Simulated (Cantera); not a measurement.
A closed system holds: 1 mol Cu2O, 1.7 mol CO, equilibrated at 66.8 Torr.

Method: chemical equilibrium by Gibbs-energy minimisation in Cantera with the NASA 1993 tables (ideal gas, pure condensed phases). Candidate condensed phases: C, Cu, CuO, Cu2O; 15 gas species. Rates play no part.

Question: Which condensed phases are stable at each of these points (T (°C)): 950, 1050, 1150, 1250, 1350, 1450, 1550, 1650, 1750, 1850, 1950, 2050, 2150, 2250?

Answer: 
```json
[
 {"T (°C)": "950", "condensed phases": "Cu(s)", "Cu condensed (%)": "100.0"},
 {"T (°C)": "1050", "condensed phases": "Cu(s)", "Cu condensed (%)": "100.0"},
 {"T (°C)": "1150", "condensed phases": "Cu(l)", "Cu condensed (%)": "100.0"},
 {"T (°C)": "1250", "condensed phases": "Cu(l)", "Cu condensed (%)": "100.0"},
 {"T (°C)": "1350", "condensed phases": "Cu(l)", "Cu condensed (%)": "99.9"},
 {"T (°C)": "1450", "condensed phases": "Cu(l)", "Cu condensed (%)": "99.8"},
 {"T (°C)": "1550", "condensed phases": "Cu(l)", "Cu condensed (%)": "99.3"},
 {"T (°C)": "1650", "condensed phases": "Cu(l)", "Cu condensed (%)": "98.0"},
 {"T (°C)": "1750", "condensed phases": "Cu(l)", "Cu condensed (%)": "94.5"},
 {"T (°C)": "1850", "condensed phases": "Cu(l)", "Cu condensed (%)": "85.8"},
 {"T (°C)": "1950", "condensed phases": "Cu(l)", "Cu condensed (%)": "60.9"},
 {"T (°C)": "2050", "condensed phases": "gas only", "Cu condensed (%)": "0.0"},
 {"T (°C)": "2150", "condensed phases": "gas only", "Cu condensed (%)": "0.0"},
 {"T (°C)": "2250", "condensed phases": "gas only", "Cu condensed (%)": "0.0"}
]
```

From 950 °C to 1050 °C the condensed part is Cu(s). From 1150 °C to 1950 °C the condensed part is Cu(l). From 2050 °C to 2250 °C nothing is condensed.
